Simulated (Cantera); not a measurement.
An isothermal, constant-pressure homogeneous reactor starts with 1.41 % C2H6, 98.6 % N2, at 1550 K and 1.00 bar.

Detailed kinetics in Cantera: GRI-Mech 3.0 (53 species, 325 reactions). GRI-Mech 3.0 stops at C3 and has no aromatics, soot or wall deposition, so with more carbon than oxygen in the feed, carbon stays in small species such as C2H2 where larger ones or solid carbon would form.

One state of this run: x C2H6 = 0.00193; x CH3 = 0.000396; x C2H4 = 0.00772; x CH2 = 9.43e-7; x H = 5.74e-5; x CH4 = 0.00263; x H2 = 0.0118. x: mole fraction; the columns are a selection and need not sum to one.

Task: Which value of t (s) does it belong to?
A. 0.00359
B. 3.86e-5
C. 3.22
D. 0.000372

Result: D, 0.000372
